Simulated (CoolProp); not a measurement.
Vapour-liquid equilibrium of propane (1) + isobutene (2) at 248 kPa; x and y are mole fractions of (1).

Model: multi-fluid Helmholtz-energy mixture model, Lemmon 2009 and Lemmon 2005; pair parameters Bell 2016, in CoolProp.

```csv
x,bubble temperature (°C),y at the bubble point,dew temperature at overall composition x (°C),liquid density (mol/L)
0.05,13.9,0.167,17.1,10.76
0.125,8.6,0.345,15.1,10.94
0.2,4.5,0.471,13.0,11.09
0.275,1.0,0.567,10.8,11.23
0.35,-1.9,0.643,8.5,11.37
0.425,-4.5,0.707,6.0,11.51
0.5,-6.8,0.762,3.5,11.64
0.575,-9.1,0.810,0.7,11.78
0.65,-11.1,0.854,-2.2,11.92
0.725,-13.1,0.892,-5.2,12.05
0.8,-15.0,0.927,-8.6,12.19
0.875,-16.8,0.958,-12.2,12.33
0.95,-18.5,0.984,-16.3,12.47
```

No azeotrope shows between x = 0.05 and 0.95.

Pair parameters are fitted to limited data, so mixtures are less certain than the pure fluids.
